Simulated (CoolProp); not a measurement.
Properties of octamethylcyclotetrasiloxane (D4) at several states.

The numbers come from the reference Helmholtz-energy equation of state, Thol 2015 in CoolProp.

```csv
T (°C),p (bar),phase,cv (kJ/(kg K)),Joule-Thomson coefficient (K/MPa),isothermal compressibility (1/MPa)
261.95,0.466,gas,1.848,11.33,21.85
164.05,6.45,liquid,?,?,0.005867
230.75,0.245,gas,1.779,?,41.29
119.05,10.9,liquid,1.577,?,?
239.85,27.9,liquid,?,0.09523,?
```

### Question
What belongs in the gaps?

### Answer

- 164.05, cv (kJ/(kg K)): 1.685
- 164.05, Joule-Thomson coefficient (K/MPa): -0.1640
- 230.75, Joule-Thomson coefficient (K/MPa): 13.58
- 119.05, Joule-Thomson coefficient (K/MPa): -0.2779
- 119.05, isothermal compressibility (1/MPa): 0.003473
- 239.85, cv (kJ/(kg K)): 1.858
- 239.85, isothermal compressibility (1/MPa): 0.01330
